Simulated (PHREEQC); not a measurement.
**Buffer**

Solution (20 °C): 86 mmol/kgw NaHSO4, 1.8 mmol/kgw KOH and 0.91 mmol/kgw KCl. Closed to the air; pH follows from the charge balance.

Model: ion-association model, phreeqc.dat, run in PHREEQC.

Precipitation was switched off in this run.

**Question.** What pH does the model give?

**Answer.** pH 1.49.

**Question.** In which forms is S present?

**Answer.** HSO4- 51 %, SO4-2 43 %, NaSO4- 5.4 % of the S.
